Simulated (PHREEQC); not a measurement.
Dissolve 0.0055 mol HF, 0.00043 mol CsF, 0.023 mol H2SiF6 and 0.015 mol HCl per kg of water at 25 °C. Closed to the air; pH follows from the charge balance.

Equilibrium calculation in PHREEQC: ion-association model, wateq4f.dat.

**Question.** The ionic strength comes out as 0.0827 mol/kgw. What activity coefficients do H+, SiF6-2, F-, Cs+, HF2- get?

**Answer.** H+ 0.83, SiF6-2 0.40, F- 0.78, Cs+ 0.79, HF2- 0.78.

No solid was allowed to form. Examples of supersaturated solids here: Quartz (slow to form), Chalcedony (slow to form). Others may be too. SiF6-2 is the database's only silicon fluoride.
